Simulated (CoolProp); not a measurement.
Nitrogen along the isobar 2.6 MPa: density (kg/m³) from the reference equation and from simpler models built on Tc = -147.0 °C, pc = 3.396 MPa, ω = 0.037; each cubic takes its own stable root.

Model: reference Helmholtz-energy equation of state, Span 2000, in CoolProp.

```
T (°C)    phase  reference  van der Waals  Soave-Redlich-Kwong
-------  ------  ---------  -------------  -------------------
-186.05  liquid      767.8          533.8                765.7
-168.35  liquid      670.8          464.8                647.3
-150.65     gas      119.5          109.5                118.9
-133.05     gas      79.28          79.05                79.53
-115.35     gas      64.10          64.77                64.14
-97.65      gas      54.84          55.65                54.78
-80.05      gas      48.37          49.14                48.25
-62.35      gas      43.43          44.12                43.29
-44.65      gas      39.51          40.12                39.38
-27.05      gas      36.33          36.86                36.19
-9.35       gas      33.64          34.11                33.52
8.35        gas      31.36          31.77                31.24
25.95       gas      29.39          29.75                29.28
43.65       gas      27.66          27.98                27.56
```
